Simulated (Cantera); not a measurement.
## Low-pressure radical oxidation in H2/O2

A perfectly stirred reactor is fed with 4.85 % H2, 95.1 % O2, equivalence ratio 0.025, at 0.0133 bar; it is held at 1100 K, and followed from long to short residence time.

Cantera simulation using the H2/O2 subset of GRI-Mech 3.0, which has no nitrogen chemistry; the numbers are that mechanism's predictions, not measurements. Radical loss at walls, strong at low pressure, is not modelled. The temperature is held fixed by assumption; the heat of reaction is taken as removed at once.

| τ (s) | x H2 | x O2 | x O | x H2O2 | x H |
|---|---|---|---|---|---|
| 0.66 | 0.000302 | 0.947 | 0.00281 | 9.42e-8 | 0.000282 |
| 0.35 | 0.000435 | 0.946 | 0.00410 | 1.02e-7 | 0.000512 |
| 0.19 | 0.000619 | 0.944 | 0.00580 | 1.10e-7 | 0.000891 |
| 0.10 | 0.000897 | 0.941 | 0.00812 | 1.18e-7 | 0.00155 |
| 0.054 | 0.00129 | 0.938 | 0.0108 | 1.27e-7 | 0.00252 |
| 0.029 | 0.00186 | 0.934 | 0.0138 | 1.39e-7 | 0.00389 |
| 0.016 | 0.00269 | 0.931 | 0.0163 | 1.54e-7 | 0.00550 |
| 0.0083 | 0.00413 | 0.928 | 0.0182 | 1.78e-7 | 0.00738 |
| 0.0044 | 0.00637 | 0.926 | 0.0186 | 2.11e-7 | 0.00889 |
| 0.0024 | 0.00981 | 0.927 | 0.0175 | 2.48e-7 | 0.00963 |
x: mole fraction; the columns are a selection and need not sum to one.
